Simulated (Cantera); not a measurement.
A Cantera script and its output.

```python
import numpy as np
import cantera as ct

gas = ct.Solution("gri30.yaml")
gas.TPX = 2200, 93000, {'NO': 1, 'N2': 13}
reactor = ct.IdealGasConstPressureReactor(gas, energy="off", clone=False)
net = ct.ReactorNet([reactor])
net.rtol, net.atol = 1e-08, 1e-18
show = ['NO', 'O2', 'O', 'NO2', 'N2O']
times = np.geomspace(1e-06, 20, 14)

steps = ct.SolutionArray(gas, extra=["t"])
rows = []
print(f"{'t/s':>10s}{'T/K':>9s}{'P/Pa':>11s}" + "".join(f"{s:>11s}" for s in show))
for t in times:
    while net.time < t:
        t_next = net.step()
        steps.append(gas.state, t=t_next)
    rows.append([np.interp(t, steps.t, y) for y in (steps.T, steps.P, *steps(*show).X.T)])
    print(f"{t:10.3e}{rows[-1][0]:9.1f}{rows[-1][1]:11.4g}" + "".join(f"{x:11.3e}" for x in rows[-1][2:]))
rate = np.gradient(steps.T, steps.t)
print("integrator steps:", len(steps.t))
if steps.T.max() > steps.T[0] + 200:
    print(f"time of steepest temperature rise: {steps.t[rate.argmax()]:.4e} s")
gas.TPX = 2200, 93000, {'NO': 1, 'N2': 13}
gas.equilibrate("TP")
print(f"equilibrium (TP): T = {gas.T:.1f} K  " + "  ".join(f"{s} {gas[s].X[0]:.3e}" for s in show))
```

Output:

```
       t/s      T/K       P/Pa         NO         O2          O        NO2        N2O
 1.000e-06   2200.0    9.3e+04  7.143e-02  2.501e-12  2.068e-08  3.849e-11  2.057e-08
 3.644e-06   2200.0    9.3e+04  7.143e-02  3.333e-11  7.574e-08  4.888e-10  7.422e-08
 1.328e-05   2200.0    9.3e+04  7.143e-02  4.486e-10  2.816e-07  5.574e-09  2.611e-07
 4.840e-05   2200.0    9.3e+04  7.143e-02  6.291e-09  1.110e-06  4.817e-08  8.400e-07
 1.764e-04   2200.0    9.3e+04  7.142e-02  9.923e-08  4.946e-06  2.952e-07  2.035e-06
 6.428e-04   2200.0    9.3e+04  7.140e-02  1.741e-06  2.202e-05  1.436e-06  2.769e-06
 2.343e-03   2200.0    9.3e+04  7.128e-02  2.894e-05  7.527e-05  4.928e-06  2.791e-06
 8.537e-03   2200.0    9.3e+04  7.069e-02  2.923e-04  1.273e-04  8.201e-06  2.752e-06
 3.111e-02   2200.0    9.3e+04  6.829e-02  1.474e-03  1.597e-04  1.003e-05  2.579e-06
 1.134e-01   2200.0    9.3e+04  5.846e-02  6.340e-03  2.498e-04  1.362e-05  1.942e-06
 4.132e-01   2200.0    9.3e+04  2.755e-02  2.171e-02  4.222e-04  1.099e-05  6.433e-07
 1.506e+00   2200.0    9.3e+04  5.980e-03  3.246e-02  5.083e-04  2.883e-06  3.288e-07
 5.488e+00   2200.0    9.3e+04  5.523e-03  3.269e-02  5.099e-04  2.671e-06  3.272e-07
 2.000e+01   2200.0    9.3e+04  5.523e-03  3.269e-02  5.099e-04  2.671e-06  3.272e-07
integrator steps: 878
equilibrium (TP): T = 2200.0 K  NO 5.523e-03  O2 3.269e-02  O 5.099e-04  NO2 2.671e-06  N2O 3.272e-07
```

Model: GRI-Mech 3.0 (53 species, 325 reactions), integrated in Cantera.
